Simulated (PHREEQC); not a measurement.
# Copper plating or etch bath: an equilibrium model

Make-up at 25 °C: 0.1 mol CuSO4 and 0.19 mol NaCl per kg of water. Closed to the air; pH follows from the charge balance.

Model: ion-association model, wateq4f.dat, run in PHREEQC.

Precipitation was switched off in this run.

**Question.** Estimate the pH, activity of water, ionic strength.

**Answer.** pH 4.53; activity of water 0.991; ionic strength 0.415 mol/kgw.

**Question.** In which forms is Cu present?

**Answer.** Cu+2 58 %, CuSO4 34 %, CuCl+ 7.4 % of the Cu.

Saturation is exceeded, for instance for Atacamite, Antlerite; the values hold only as long as no solid forms.
